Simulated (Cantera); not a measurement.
Charge: 1 mol PbO, a varied amount of H₂, equilibrated at 1050 °C and 170000 Pa.

Equilibrium computed with Cantera from the NASA thermochemical tables; the gas is ideal and each condensed phase is pure. Candidate condensed phases: H₂O, Pb, PbO, PbO₂, Pb₃O₄; 12 gas species. The numbers say what is thermodynamically allowed, not how fast it happens.

**Question.** At 5.3 mol H₂, list the 3 most abundant gas species with their mole fractions, and the condensed phases.

**Answer.** H₂ 0.810, H₂O 0.188, Pb 0.00207. Condensed: Pb(l).
